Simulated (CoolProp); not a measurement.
A closed Brayton cycle with dry air: compressor inlet 319.15 K and 2.3 MPa, high pressure 6.53 MPa, turbine inlet 905 K, compressor efficiency 0.8, turbine efficiency 0.9, recuperator effectiveness 0.95 (on enthalpy, no pinch check). Each further row changes one setting.

The numbers come from the reference Helmholtz-energy equation of state, Lemmon 2000 in CoolProp. It is a pseudo-pure fit of the blend.

```
case                           thermal efficiency (%)  net work (kJ/kg)  compressor to turbine work  compressor exit (K)  turbine exit (K)
-----------------------------  ----------------------  ----------------  --------------------------  -------------------  ----------------
as stated                                        32.8              76.3                        0.65                457.6             710.5
turbine inlet 855 K                               [?]              64.1                        0.69                457.6               [?]
compressor inlet 329.15 K                        31.0              71.7                        0.67                  [?]             710.5
high pressure 5.55 MPa                            [?]              71.0                        0.62                  [?]             737.9
recuperator effectiveness 0.5                     [?]              76.3                        0.65                457.6             710.5
```

### Question
Some entries are withheld; supply them.

### Answer

- turbine inlet 855 K, thermal efficiency (%): 29.4
- turbine inlet 855 K, turbine exit (K): 669.7
- compressor inlet 329.15 K, compressor exit (K): 471.7
- high pressure 5.55 MPa, thermal efficiency (%): 34.6
- high pressure 5.55 MPa, compressor exit (K): 433.4
- recuperator effectiveness 0.5, thermal efficiency (%): 21.6
